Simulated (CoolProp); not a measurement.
Vapour-liquid equilibrium of R141b (1) + n-pentane (2) at 1480 kPa; x and y are mole fractions of (1).

Values from CoolProp's multi-fluid Helmholtz-energy mixture model, Lemmon 2006 and Thol 2019; pair parameters Bell 2016.

```
x     bubble temperature, mixture model (°C)  bubble temperature, Raoult's law (°C)  y, mixture model  y, Raoult's law
----  --------------------------------------  -------------------------------------  ----------------  ---------------
0.05                                   144.5                                  145.5             0.064            0.056
0.2                                    141.5                                  144.4             0.233            0.221
0.35                                   139.5                                  143.3             0.381            0.379
0.5                                    138.4                                  142.3             0.518            0.531
0.65                                   137.9                                  141.2             0.654            0.678
0.8                                    138.0                                  140.2             0.795            0.819
0.95                                   138.6                                  139.2             0.946            0.956
```

The largest gap from Raoult's law is -3.9 K in bubble temperature, at x = 0.5. y crosses x between x = 0.65 and 0.8: the model has an azeotrope there.

Pair parameters are fitted to limited data, so mixtures are less certain than the pure fluids.
